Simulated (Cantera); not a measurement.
Input: 1 mol CH3SiH3, 0.44 mol HCl, 7 mol H2, equilibrated at 870 Pa.

Cantera equilibrium calculation (NASA polynomials, part measured and part estimated; ideal gas, pure solids and liquids). Candidate condensed phases: C, C6H6, C7H8, C8H18, Si, SiC; 109 gas species. The feed counts by its element totals alone. The tables' values for SiCl are old estimates; treat these amounts as uncertain. Gases not in the tables: Si2H6 and higher silanes. Rates play no part.

x: gas mole fraction; n: condensed amount in mol.

```csv
T (K),x H2,x H,x HCl,x Si,x C2H2 (acetylene),x SiC2,n SiC(s),n C(graphite)
1248,0.958,4.90e-6,0.0421,5.47e-12,3.09e-8,<1e-12,1.000,0
1348,0.958,2.43e-5,0.0421,1.25e-10,4.87e-7,<1e-12,1.000,0
1448,0.958,9.67e-5,0.0421,2.03e-9,4.37e-6,2.14e-12,1.000,0
1548,0.958,…,0.0420,…,…,…,0.999,0
1648,0.957,0.000934,0.0419,3.87e-7,3.81e-5,1.90e-9,0.999,0
1748,0.956,0.00239,0.0417,3.89e-6,7.09e-5,2.73e-8,0.998,0
1848,0.952,0.00555,0.0414,2.99e-5,0.000127,2.96e-7,0.997,0
1948,0.946,…,0.0409,…,…,…,0.995,0
2048,0.934,0.0232,0.0401,0.000731,0.000588,2.26e-5,0.987,0
2148,0.912,0.0427,0.0390,0.00248,0.00151,0.000168,0.963,0
2248,0.874,0.0736,0.0369,0.00827,0.00289,0.000950,0.875,0.0340
2348,0.805,0.119,0.0332,0.0266,0.00440,0.00432,0.562,0.206
```

Question: Some entries are withheld; supply them.

Answer: 
- 1948, x H: 0.0118
- 1948, x Si: 0.000171
- 1948, x C2H2 (acetylene): 0.000251
- 1948, x SiC2: 2.72e-6
- 1548, x H: 0.000323
- 1548, x Si: 3.19e-8
- 1548, x C2H2 (acetylene): 1.50e-5
- 1548, x SiC2: 8.30e-11
